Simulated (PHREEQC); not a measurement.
Make-up at 20 °C: 28 mmol/kgw K2CO3, 0.43 mmol/kgw H4SiO4 and 0.68 mmol/kgw H3BO3. Closed to the air; pH follows from the charge balance.

Model: Pitzer model, pitzer.dat, run in PHREEQC.

* **pH**: 11.15
* **ionic strength**: 0.0817 mol/kgw
* **specific conductance**: 5700 µS/cm
* **density**: 1.002 g/cm³
* **osmotic coefficient**: 0.875
* **total alkalinity**: 56.0 meq/kg

| species | molality | activity | log γ |
|---|---|---|---|
| K+ | 0.0560 | 0.0435 | -0.109 |
| CO3-2 | 0.0257 | 0.0103 | -0.397 |
| HCO3- | 0.00229 | 0.00179 | -0.106 |
| OH- | 0.00119 | 0.000958 | -0.096 |
| B(OH)4- | 0.000673 | 0.000524 | -0.109 |
| H3SiO4- | 0.000406 | 0.000312 | -0.115 |

No solid was allowed to form.
